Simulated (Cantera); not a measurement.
A perfectly stirred reactor is fed with CH₄ : H₂O = 1 : 4 (molar parts), at 97.5 Torr; it is held at 1325 K, and followed from long to short residence time.

Computed with Cantera and GRI-Mech 3.0 (53 species, 325 reactions).

What does this change do: temperature 1325 to 1775 K?


```json
[
 {"quantity": "x(CH₄) at τ = 2.50 s", "before": "0.195", "after": "0.00820"},
 {"quantity": "x(H₂O) at τ = 2.50 s", "before": "0.797", "after": "0.430"},
 {"quantity": "x(O₂) at τ = 2.50 s", "before": "2.10e-12", "after": "1.14e-8"},
 {"quantity": "x(C₂H) at τ = 2.50 s", "before": "7.19e-12", "after": "4.23e-8"},
 {"quantity": "x(OH) at τ = 2.50 s", "before": "1.01e-7", "after": "3.12e-5"},
 {"quantity": "x(CH₄) at τ = 75.0 ms", "before": "0.200", "after": "0.0404"},
 {"quantity": "x(H₂O) at τ = 75.0 ms", "before": "0.800", "after": "0.611"},
 {"quantity": "x(O₂) at τ = 75.0 ms", "before": "<1e-12", "after": "2.31e-8"},
 {"quantity": "x(C₂H) at τ = 75.0 ms", "before": "<1e-12", "after": "4.27e-7"},
 {"quantity": "x(OH) at τ = 75.0 ms", "before": "5.37e-8", "after": "5.04e-5"}
]
```
